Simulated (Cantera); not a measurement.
A freely propagating, adiabatic, planar premixed flame of C₃H₈ : O₂ : N₂ = 1 : 5.68 : 21.4 (molar parts), unburnt at 675 K and 0.987 atm; multicomponent+Soret transport, grid criteria slope 0.08 and curve 0.16, no radiation.

Detailed kinetics in Cantera: GRI-Mech 3.0 (53 species, 325 reactions). GRI-Mech 3.0 was tuned for natural gas; its chemistry of propane as a main component is partial and can be far from experiment. Burning velocities carry a grid error of a few per cent, more on coarse grids.

Problem. Predict: laminar burning velocity; thermal thickness; peak x(CH₂); peak x(CH₂CO); peak x(OH).

Solution. 
| Quantity | Result |
|---|---|
| laminar burning velocity | 186 cm/s |
| thermal thickness | 0.270 mm |
| peak x(CH₂) | 6.23e-5 |
| peak x(CH₂CO) | 0.00146 |
| peak x(OH) | 0.0110 |
